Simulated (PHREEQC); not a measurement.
FeCl3 is added in steps, without added water, to 1 kg of water holding 0.03 mol/kgw NaHCO3, at 25 °C. Oxygen is held at 0.21 atm. No CO2 enters from the air. The run lets Fe(OH)3(a), Halite, Nahcolite, Natron precipitate or redissolve, and no other solid.

Base run: PHREEQC, ion-association model, wateq4f.dat. Each further column changes one thing. The table gives Fe in solution (mol/kgw).

```tsv
FeCl3 added (mol)	base	metal-ligand complexes left out	database phreeqc.dat	all activity coefficients set to 1	Davies equation for every ion
0	0	0	0	0	0
0.0015	3.98e-8	…	3.98e-8	3.50e-8	4.01e-8
0.003375	7.39e-8	7.33e-8	7.39e-8	5.99e-8	7.46e-8
0.004875	1.19e-7	1.18e-7	1.19e-7	9.32e-8	1.21e-7
0.00675	2.36e-7	2.34e-7	2.36e-7	1.78e-7	2.39e-7
0.00825	5.12e-7	…	5.12e-7	3.78e-7	5.19e-7
0.01013	0.000106	0.000105	0.000106	9.15e-5	0.000105
0.01162	0.00179	0.00182	0.00179	0.00166	0.00176
0.0135	0.00417	…	0.00417	0.00377	0.00408
0.015	0.00617	0.00640	0.00617	…	0.00601
```

Question: What belongs in the gaps?

Answer: 
- 0.0015, metal-ligand complexes left out: 3.96e-8
- 0.00825, metal-ligand complexes left out: 5.06e-7
- 0.0135, metal-ligand complexes left out: 0.00430
- 0.015, all activity coefficients set to 1: 0.00547

 phreeqc.dat and wateq4f.dat share most of their constants, so their agreement is no independent check. Solids allowed in the column 'database phreeqc.dat': Fe(OH)3(a), Halite.
